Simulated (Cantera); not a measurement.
Si2H6 + NO (silicon oxide and oxynitride deposition)

A closed system holds: 1 mol Si2H6, 8.3 mol NO, held at 0.210 Torr.

Method: chemical equilibrium by Gibbs-energy minimisation in Cantera with the NASA 1993 tables (ideal gas, pure condensed phases). Candidate condensed phases: H2O, Si, SiO2, Si2N2O, Si3N4; 35 gas species. The feed counts by its element totals alone. Kinetics and transport are ignored.

| T (°C) | log p N2 | log p H2O | log p O2 | log p NO | log p OH | log p NO2 | log p H2 | n SiO2(α-quartz) | n SiO2(β-quartz) |
|---|---|---|---|---|---|---|---|---|---|
| 375 | -3.83 | -3.97 | -4.63 | -10.94 | -14.01 | -12.53 | <-15 | 2.00 | 0 |
| 425 | -3.83 | -3.97 | -4.63 | -10.41 | -13.08 | -12.34 | <-15 | 2.00 | 0 |
| 475 | -3.83 | -3.97 | -4.63 | -9.95 | -12.27 | -12.17 | <-15 | 2.00 | 0 |
| 525 | -3.83 | -3.97 | -4.63 | -9.55 | -11.56 | -12.03 | -14.98 | 2.00 | 0 |
| 575 | -3.83 | -3.97 | -4.63 | -9.20 | -10.93 | -11.90 | -14.03 | 0 | 2.00 |
| 625 | -3.83 | -3.97 | -4.63 | -8.89 | -10.38 | -11.79 | -13.18 | 0 | 2.00 |
| 675 | -3.83 | -3.97 | -4.63 | -8.61 | -9.88 | -11.68 | -12.42 | 0 | 2.00 |
log p: log10 of the partial pressure in bar; n: condensed amount in mol.

From 375 °C to 525 °C the condensed part is SiO2(α-quartz). From 575 °C to 675 °C the condensed part is SiO2(β-quartz).
